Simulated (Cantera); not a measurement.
Standard-state values (1 bar) from the NASA 1993 polynomials, evaluated with Cantera. Values are per mole of reaction as written; species without (g) are pure solids or liquids, kept so even where they would boil at 1 bar.

6 Cl(g) + 2 BN = N₂(g) + 2 BCl₃(g), with ΔH° = -1031.9 kJ and ΔS° = -248.9 J/K at 300 K.

Q: How far is the shortcut ΔG° ≈ ΔH°(300 K) − T·ΔS°(300 K) from the full temperature-dependent value at 923, 1123, 1323, 1523, 1723, 1923, 2123, 2323, 2523, 2723, 2923 K?

A: 
```json
[
 {"T (K)": "923", "shortcut (kJ)": "-802.2", "full (kJ)": "-792.9", "difference (kJ)": "-9.3", "difference in log10 K": "0.53"},
 {"T (K)": "1123", "shortcut (kJ)": "-752.4", "full (kJ)": "-737.0", "difference (kJ)": "-15.4", "difference in log10 K": "0.72"},
 {"T (K)": "1323", "shortcut (kJ)": "-702.7", "full (kJ)": "-680.1", "difference (kJ)": "-22.6", "difference in log10 K": "0.89"},
 {"T (K)": "1523", "shortcut (kJ)": "-652.9", "full (kJ)": "-622.3", "difference (kJ)": "-30.6", "difference in log10 K": "1.05"},
 {"T (K)": "1723", "shortcut (kJ)": "-603.1", "full (kJ)": "-563.7", "difference (kJ)": "-39.4", "difference in log10 K": "1.19"},
 {"T (K)": "1923", "shortcut (kJ)": "-553.4", "full (kJ)": "-504.5", "difference (kJ)": "-48.8", "difference in log10 K": "1.33"},
 {"T (K)": "2123", "shortcut (kJ)": "-503.6", "full (kJ)": "-444.7", "difference (kJ)": "-58.8", "difference in log10 K": "1.45"},
 {"T (K)": "2323", "shortcut (kJ)": "-453.8", "full (kJ)": "-384.5", "difference (kJ)": "-69.3", "difference in log10 K": "1.56"},
 {"T (K)": "2523", "shortcut (kJ)": "-404.0", "full (kJ)": "-323.8", "difference (kJ)": "-80.3", "difference in log10 K": "1.66"},
 {"T (K)": "2723", "shortcut (kJ)": "-354.3", "full (kJ)": "-262.7", "difference (kJ)": "-91.6", "difference in log10 K": "1.76"},
 {"T (K)": "2923", "shortcut (kJ)": "-304.5", "full (kJ)": "-201.3", "difference (kJ)": "-103.2", "difference in log10 K": "1.84"}
]
```
The shortcut ignores the heat-capacity change of the reaction.
